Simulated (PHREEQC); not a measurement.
## Alkaline etch or developer: speciation

A solution holds 0.039 mol/kgw NH3 and 7.8e-06 mol/kgw CO2, at 25 °C. Closed to the air; pH follows from the charge balance.

The numbers come from PHREEQC with the ion-association model, wateq4f.dat.

Precipitation was switched off in this run.

**Question.** Predict the pH, ionic strength.

**Answer.** pH 10.91; ionic strength 0.000859 mol/kgw.

**Question.** In which forms is C present?

**Answer.** CO3-2 81 %, HCO3- 19 % of the C.
